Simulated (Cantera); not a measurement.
**FeS + H2 (hydrogen reduction and annealing atmospheres)**

Charge: 1 mol FeS, 950 mol H2, held at 750 Torr.

These are equilibrium values from Cantera (NASA tables, ideal gas, pure condensed phases), not measurements of a reactor. Candidate condensed phases: Fe, FeS, FeS2, S; 8 gas species. Rates play no part.

At 1623 K the condensed part is Fe(γ). From 1673 K to 1773 K the condensed part is Fe(δ). From 1823 K to 2023 K the condensed part is Fe(l). The main Fe-bearing gas is Fe throughout. The share of Fe in condensed phases is highest at 1623 K (99.8 %) and lowest at 2023 K (55.2 %).

```tsv
T (K)	log p H2	log p H	log p H2S	log p Fe	log p SH	n Fe(γ)	n Fe(δ)	n Fe(l)
1623	0.00	-4.16	-2.98	-5.78	-4.90	0.998	0	0
1673	0.00	-3.94	-2.99	-5.40	-4.74	0	0.996	0
1723	0.00	-3.74	-2.99	-5.04	-4.60	0	0.991	0
1773	0.00	-3.55	-2.99	-4.70	-4.46	0	0.981	0
1823	0.00	-3.36	-3.00	-4.39	-4.33	0	0	0.961
1873	0.00	-3.19	-3.01	-4.10	-4.21	0	0	0.925
1923	0.00	-3.03	-3.01	-3.83	-4.10	0	0	0.859
1973	0.00	-2.87	-3.03	-3.57	-4.00	0	0	0.745
2023	0.00	-2.72	-3.04	-3.33	-3.91	0	0	0.552
```
log p: log10 of the partial pressure in bar; n: condensed amount in mol.
